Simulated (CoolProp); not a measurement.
Vapour-liquid equilibrium of ethylbenzene (1) + n-nonane (2) at 89.75 °C; x and y are mole fractions of (1).

The numbers come from the multi-fluid Helmholtz-energy mixture model, Zhou 2012 and Lemmon 2006; pair parameters Bell 2016 in CoolProp.

### Question
Give the bubble pressure and the first vapour's composition at x = 0.05, 0.45, 0.65. Is there an azeotrope?

### Answer
x = 0.05: 15.10 kPa, y = 0.096; x = 0.45: 20.15 kPa, y = 0.590; x = 0.65: 21.94 kPa, y = 0.744. No azeotrope shows between x = 0.05 and 0.95.

The pair parameters rest on a limited set of measurements; away from them the model extrapolates.
